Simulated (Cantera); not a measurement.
**Equilibrium for hydrogen reduction and annealing atmospheres: FeS2 + H2 + H2O**

A closed system holds: 1 mol FeS2, a varied amount of H2, 0.1 mol H2O, at 1252 °C and 218 Torr.

Method: chemical equilibrium by Gibbs-energy minimisation in Cantera with the NASA 1993 tables (ideal gas, pure condensed phases). Candidate condensed phases: Fe, FeO, Fe(OH)2, Fe(OH)3, FeS, FeSO4, FeS2, Fe2O3, Fe2(SO4)3, Fe3O4, H2O, H2SO4, S; 22 gas species. Metal and sulfide melt together well below either melting point, which pure phases cannot show. Mutual solubility and eutectic melting of coexisting phases are not modelled. FeS: taken at fixed stoichiometry. Kinetics and transport are ignored.

From 7.3 mol H2 to 53 mol H2 the condensed part is FeS(l). At 65 mol H2 the condensed part is Fe(γ) + FeS(l). The main Fe-bearing gas is Fe throughout.

```
n(H2) (mol)   x H2   x H2S    x H2O      x S2      x SH      x H      x S  n FeS(l)  n Fe(γ)
-----------  -----  ------  -------  --------  --------  -------  -------  --------  -------
7.3          0.859   0.120   0.0134   0.00646   0.00133  4.07e-5  8.08e-6     1.000        0
8.9          0.883   0.101   0.0111   0.00432   0.00110  4.13e-5  6.61e-6     1.000        0
11           0.904  0.0833  0.00898   0.00281  0.000901  4.18e-5  5.33e-6     1.000        0
13           0.918  0.0714  0.00761   0.00200  0.000766  4.21e-5  4.50e-6     1.000        0
16           0.933  0.0588  0.00620   0.00131  0.000625  4.24e-5  3.64e-6     1.000        0
20           0.946  0.0475  0.00497  0.000836  0.000502  4.27e-5  2.91e-6     1.000        0
24           0.955  0.0399  0.00415  0.000578  0.000420  4.29e-5  2.42e-6     1.000        0
29           0.963  0.0332  0.00343  0.000395  0.000348  4.31e-5  2.00e-6     1.000        0
36           0.970  0.0269  0.00277  0.000255  0.000281  4.33e-5  1.61e-6     1.000        0
44           0.975  0.0221  0.00227  0.000170  0.000230  4.34e-5  1.31e-6     1.000        0
53           0.979  0.0184  0.00188  0.000117  0.000191  4.35e-5  1.09e-6     1.000        0
65           0.983  0.0152  0.00154   7.98e-5  0.000158  4.36e-5  8.98e-7     0.987   0.0134
```
x: gas mole fraction; n: condensed amount in mol.
